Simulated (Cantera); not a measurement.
# Equilibrium for calcination and drying: CaCO3 + H2O + H2

A closed system holds: 1 mol CaCO3, 3.2 mol H2O, 1.2 mol H2, held at 17.0 Pa.

These are equilibrium values from Cantera (NASA tables, ideal gas, pure condensed phases), not measurements of a reactor. Candidate condensed phases: C, C6H6, C7H8, C8H18, Ca, CaCO3, CaO, Ca(OH)2, H2O; 115 gas species. Equilibrium is a limit: real reactors are often held back by kinetics, nucleation or transport.

```csv
T (°C),x H2O,x H2,x CO2,x CO,x H,x OH,x O2,x O,n CaO(s)
700,0.622,0.192,0.155,0.0298,3.64e-8,2.10e-10,<1e-12,<1e-12,1.00
800,0.632,0.183,0.146,0.0391,4.60e-7,5.93e-9,<1e-12,<1e-12,1.00
900,0.640,0.175,0.137,0.0477,3.78e-6,9.55e-8,4.05e-12,2.16e-12,1.00
1000,0.648,0.167,0.130,0.0553,2.23e-5,1.00e-6,2.51e-10,1.31e-10,1.00
1100,0.655,0.160,0.123,0.0620,0.000102,7.46e-6,8.63e-9,4.39e-9,1.00
1200,0.660,0.154,0.117,0.0678,0.000381,4.25e-5,1.85e-7,9.21e-8,1.000
1300,0.665,0.149,0.112,0.0727,0.00120,0.000194,2.71e-6,1.32e-6,1.000
1400,0.667,0.144,0.108,0.0769,0.00331,0.000740,2.89e-5,1.38e-5,1.000
1500,0.666,0.139,0.104,0.0802,0.00812,0.00242,0.000237,0.000111,1.000
1600,0.656,0.134,0.0993,0.0832,0.0181,0.00689,0.00152,0.000706,1.000
1700,0.623,0.133,0.0909,0.0873,0.0378,0.0168,0.00706,0.00349,0.999
1800,0.546,0.142,0.0747,0.0939,0.0759,0.0333,0.0211,0.0128,0.995
```
x: gas mole fraction; n: condensed amount in mol.

From 700 °C to 1800 °C the condensed part is CaO(s).
